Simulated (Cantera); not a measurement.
A Cantera script and its output.

```python
import numpy as np
import cantera as ct

gas = ct.Solution("gri30.yaml")
gas.TPX = 1523, 140000, {'C2H6': 1, 'H2': 32}
reactor = ct.IdealGasConstPressureReactor(gas, energy="off", clone=False)
net = ct.ReactorNet([reactor])
net.rtol, net.atol = 1e-08, 1e-18
show = ['C2H6', 'H2', 'C2H', 'C2H2', 'C2H4', 'CH4']
times = np.geomspace(3e-05, 200, 11)

steps = ct.SolutionArray(gas, extra=["t"])
rows = []
print(f"{'t/s':>10s}{'T/K':>9s}{'P/Pa':>11s}" + "".join(f"{s:>11s}" for s in show))
for t in times:
    while net.time < t:
        t_next = net.step()
        steps.append(gas.state, t=t_next)
    rows.append([np.interp(t, steps.t, y) for y in (steps.T, steps.P, *steps(*show).X.T)])
    print(f"{t:10.3e}{rows[-1][0]:9.1f}{rows[-1][1]:11.4g}" + "".join(f"{x:11.3e}" for x in rows[-1][2:]))
rate = np.gradient(steps.T, steps.t)
print("integrator steps:", len(steps.t))
if steps.T.max() > steps.T[0] + 200:
    print(f"time of steepest temperature rise: {steps.t[rate.argmax()]:.4e} s")
gas.TPX = 1523, 140000, {'C2H6': 1, 'H2': 32}
gas.equilibrate("TP")
print(f"equilibrium (TP): T = {gas.T:.1f} K  " + "  ".join(f"{s} {gas[s].X[0]:.3e}" for s in show))
```

Output:

```
       t/s      T/K       P/Pa       C2H6         H2        C2H       C2H2       C2H4        CH4
 3.000e-05   1523.0    1.4e+05  1.547e-02  9.647e-01  1.300e-10  1.881e-04  9.028e-03  9.770e-03
 1.444e-04   1523.0    1.4e+05  1.232e-03  9.597e-01  7.879e-10  2.207e-03  1.573e-02  2.090e-02
 6.949e-04   1523.0    1.4e+05  1.131e-04  9.593e-01  5.632e-10  5.227e-03  1.319e-02  2.208e-02
 3.344e-03   1523.0    1.4e+05  5.478e-05  9.591e-01  7.845e-10  9.878e-03  8.086e-03  2.286e-02
 1.609e-02   1523.0    1.4e+05  2.528e-05  9.584e-01  8.214e-10  1.316e-02  4.018e-03  2.435e-02
 7.746e-02   1523.0    1.4e+05  2.109e-05  9.561e-01  6.659e-10  1.171e-02  3.357e-03  2.878e-02
 3.728e-01   1523.0    1.4e+05  1.455e-05  9.497e-01  3.498e-10  7.251e-03  2.093e-03  4.086e-02
 1.794e+00   1523.0    1.4e+05  1.028e-05  9.447e-01  1.613e-10  3.672e-03  1.089e-03  5.053e-02
 8.635e+00   1523.0    1.4e+05  1.015e-05  9.445e-01  1.559e-10  3.558e-03  1.057e-03  5.084e-02
 4.156e+01   1523.0    1.4e+05  1.015e-05  9.445e-01  1.559e-10  3.558e-03  1.057e-03  5.084e-02
 2.000e+02   1523.0    1.4e+05  1.015e-05  9.445e-01  1.559e-10  3.558e-03  1.057e-03  5.084e-02
integrator steps: 1175
equilibrium (TP): T = 1523.0 K  C2H6 1.015e-05  H2 9.445e-01  C2H 1.559e-10  C2H2 3.558e-03  C2H4 1.057e-03  CH4 5.084e-02
```

Cantera simulation using GRI-Mech 3.0 (53 species, 325 reactions); the numbers are that mechanism's predictions, not measurements. GRI-Mech 3.0 stops at C3 and has no aromatics, soot or wall deposition, so with more carbon than oxygen in the feed, carbon stays in small species such as C2H2 where larger ones or solid carbon would form.
